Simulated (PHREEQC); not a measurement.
## Buffer: an equilibrium model

Solution (25 °C): 0.081 mol NaH2PO4, 0.0052 mol KOH and 0.045 mol NaCl per kg of water. Closed to the air; pH follows from the charge balance.

Equilibrium calculation in PHREEQC: ion-association model, phreeqc.dat.

Each row changes one thing in this solution. This is a speciation only: nothing precipitates in the calculation.

```tsv
case	pH	ionic strength (mol/kgw)	SI of Halite (NaCl)
as made	5.66	0.136	-4.06
KOH from 0.0052 to 0.0078 mol/kgw	5.84	0.140	-4.06
NaH2PO4 left out	11.62	0.0502	-4.44
NaH2PO4 from 0.081 to 0.0162 mol/kgw	6.57	0.0711	-4.33
KOH left out	4.46	0.126	-4.05
```

Complexes and solids missing from the database can't appear.
